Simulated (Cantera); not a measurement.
Mixture: 8.46 % CH₄, 19.2 % O₂, 72.3 % N₂, equivalence ratio 0.88, at 0.957 atm, adiabatic and at constant volume. Ignition delay is the time to a rise of 400 K.

Detailed kinetics in Cantera: GRI-Mech 3.0 (53 species, 325 reactions).

### Question
Predict: delay at 1100 K; delay at 1200 K; delay at 1300 K; delay at 1400 K; delay at 1500 K; apparent activation energy between 1450 and 1550 K.

### Answer
| Item | Value |
|---|---|
| delay at 1100 K | 0.194 s |
| delay at 1200 K | 42.3 ms |
| delay at 1300 K | 10.8 ms |
| delay at 1400 K | 3.17 ms |
| delay at 1500 K | 1.09 ms |
| apparent activation energy between 1450 and 1550 K | 180 kJ/mol |
